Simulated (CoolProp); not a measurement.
A Linde-Hampson liquefier for oxygen: isothermal reversible compression at 200 K from 1 atm to 5 MPa, throttling to 1 atm, return gas leaving the recuperator 0 K below the feed. Each further row changes one setting.

The numbers come from the reference Helmholtz-energy equation of state, Schmidt 1985 in CoolProp.

| case | liquid yield per pass | compression work (kJ/kg of gas) |
|---|---|---|
| as stated | 0.087 | 195 |
| high pressure 10 MPa | 0.195 | 223 |
| warm-end temperature 230 K | 0.059 | 228 |
| warm-end gap 5 K | 0.074 | 195 |
